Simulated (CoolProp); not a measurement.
Model: reference Helmholtz-energy equation of state, Thol 2017, in CoolProp.

Task: Give the vapour pressure (bar), enthalpy of vaporisation (kJ/kg), liquid cp (kJ/(kg K)), vapour Z of saturated octamethyltrisiloxane (MDM) at 490.1, 502 K.

Result: 
| T (K) | p (bar) | enthalpy of vaporisation (kJ/kg) | liquid cp (kJ/(kg K)) | vapour Z |
|---|---|---|---|---|
| 490.1 | 4.20 | 118 | 2.33 | 0.792 |
| 502 | 5.22 | 110 | 2.38 | 0.754 |
